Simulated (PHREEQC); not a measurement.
A solution holds 7.9 mmol/kgw NH3 and 0.22 mmol/kgw CO2, at 25 °C. Closed to the air; pH follows from the charge balance.

Equilibrium calculation in PHREEQC: ion-association model, phreeqc.dat.

Each row changes one thing in this solution. No solid was allowed to form.

```json
[
 {"case": "as made", "pH": "10.36", "ionic strength (mol/kgw)": "0.000697", "NH3 (mol/kgw)": "0.00732", "NH4+ (mol/kgw)": "0.000578", "HCO3- (mol/kgw)": "0.000101", "CO2 (mol/kgw)": "9.63e-9"},
 {"case": "temperature from 25 to 65 °C", "pH": "9.33", "ionic strength (mol/kgw)": "0.000558", "NH3 (mol/kgw)": "0.00737", "NH4+ (mol/kgw)": "0.000527", "HCO3- (mol/kgw)": "0.000188", "CO2 (mol/kgw)": "1.71e-7"},
 {"case": "CO2 from 0.00022 to 0.0011 mol/kgw", "pH": "9.89", "ionic strength (mol/kgw)": "0.00184", "NH3 (mol/kgw)": "0.00639", "NH4+ (mol/kgw)": "0.00151", "HCO3- (mol/kgw)": "0.000774", "CO2 (mol/kgw)": "2.13e-7"},
 {"case": "0.00012 mol/kgw TMAH added", "pH": "10.42", "ionic strength (mol/kgw)": "0.000751", "NH3 (mol/kgw)": "0.00740", "NH4+ (mol/kgw)": "0.000504", "HCO3- (mol/kgw)": "9.30e-5", "CO2 (mol/kgw)": "7.63e-9"},
 {"case": "temperature from 25 to 40 °C", "pH": "(withheld)", "ionic strength (mol/kgw)": "0.000640", "NH3 (mol/kgw)": "0.00734", "NH4+ (mol/kgw)": "0.000561", "HCO3- (mol/kgw)": "0.000140", "CO2 (mol/kgw)": "3.12e-8"},
 {"case": "0.0044 mol/kgw H2SO4 added", "pH": "3.19", "ionic strength (mol/kgw)": "0.0123", "NH3 (mol/kgw)": "(withheld)", "NH4+ (mol/kgw)": "0.00765", "HCO3- (mol/kgw)": "1.68e-7", "CO2 (mol/kgw)": "0.000220"},
 {"case": "CO2 from 0.00022 to 4.4e-05 mol/kgw", "pH": "10.52", "ionic strength (mol/kgw)": "0.000438", "NH3 (mol/kgw)": "0.00749", "NH4+ (mol/kgw)": "0.000411", "HCO3- (mol/kgw)": "1.66e-5", "CO2 (mol/kgw)": "1.11e-9"}
]
```

Q: Complete the blanks.

A: 
- temperature from 25 to 40 °C, pH: 9.94
- 0.0044 mol/kgw H2SO4 added, NH3 (mol/kgw): 5.92e-9

Species that the database lacks are ignored. (CH3)4N+ isn't in the database: it is added as a free cation with an ion size of 4 Å. Constants without temperature data keep their 25 °C values here.
